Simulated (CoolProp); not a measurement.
The fluid at 298.15 K and 0.244 MPa flows at 0.066 m/s in a round tube of 100 mm bore and 1.5 µm roughness, fully developed (64/Re and Nu = 3.66 if laminar; Colebrook and Gnielinski if turbulent). The same conditions are run with several fluids, on thermodynamics alone (safety and materials aside).

Values from CoolProp's reference Helmholtz-energy equation of state of each fluid (nitrogen: Span 2000; R13: Platzer 1990; R143a: Lemmon and Jacobsen 2000; sulfur hexafluoride: Guder 2009; C2F6 (R116): Lemmon 2006). The equations of Platzer and Polt are older, rougher fits.

**Question.** Rank nitrogen, R13, R143a, sulfur hexafluoride, C2F6 (R116) by Reynolds number, highest first.

**Answer.** C2F6 (R116) (6520), sulfur hexafluoride (6400), R143a (5110), R13 (4830), nitrogen (1020)

```json
[
 {"fluid": "nitrogen", "Darcy friction factor": "0.0627", "pressure drop (Pa/m)": "0.00376", "heat-transfer coefficient (W/(m² K))": "0.947", "mass flow (kg/h)": "5.15"},
 {"fluid": "R13", "Darcy friction factor": "0.0378", "pressure drop (Pa/m)": "0.00865", "heat-transfer coefficient (W/(m² K))": "1.99", "mass flow (kg/h)": "19.6"},
 {"fluid": "R143a", "Darcy friction factor": "0.0372", "pressure drop (Pa/m)": "0.00699", "heat-transfer coefficient (W/(m² K))": "2.49", "mass flow (kg/h)": "16.1"},
 {"fluid": "sulfur hexafluoride", "Darcy friction factor": "0.0349", "pressure drop (Pa/m)": "0.0112", "heat-transfer coefficient (W/(m² K))": "2.76", "mass flow (kg/h)": "27.6"},
 {"fluid": "C2F6 (R116)", "Darcy friction factor": "0.0347", "pressure drop (Pa/m)": "0.0105", "heat-transfer coefficient (W/(m² K))": "3.11", "mass flow (kg/h)": "26.0"}
]
```

Transport values come from each fluid's own correlations; those of R13, R143a, C2F6 (R116) are estimates that may be off by 10 % or more.
